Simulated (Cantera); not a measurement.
A closed system holds: 1 mol BaF₂, 6.3 mol H₂O, 66 mol N₂, at 1498.15 K and 1330 Pa.

Cantera equilibrium calculation (NASA polynomials, part measured and part estimated; ideal gas, pure solids and liquids). Candidate condensed phases: Ba, BaF₂, BaO, Ba(OH)₂, H₂O; 45 gas species. Mutual solubility and eutectic melting of coexisting phases are not modelled. Equilibrium is a limit: real reactors are often held back by kinetics, nucleation or transport.

Base state: N₂ 0.909, H₂O 0.0849, HF 0.00331, BaF₂ 0.00225, H₂ 0.000167, Ba(OH)₂ 8.72e-5, O₂ 6.58e-5, OH 2.78e-5 (mole fractions); condensed: BaF₂(s) + BaO(s).

Question: What changes in the equilibrium state with this change: BaF₂ replaced by FeCl₃?

Answer: 
| species | before | after |
|---|---|---|
| N₂ | 0.909 | 0.893 |
| H₂O | 0.0849 | 0.0670 |
| HCl | 0 | 0.0363 |
| FeCl₂ | 0 | 0.00176 |
| BaF₂ | 0.00225 | 0 |
| HF | 0.00331 | 0 |
| Cl | 0 | 0.000781 |
| BaF₂(s), mol | 0.716 | 0 |
| BaO(s), mol | 0.114 | 0 |
| Fe₃O₄(s), mol | 0 | 0.290 |
Further candidate phases: Fe, FeCl₂, FeCl₃, FeO, Fe(OH)₂, Fe(OH)₃, Fe₂O₃, Fe₃O₄, NH₄Cl.
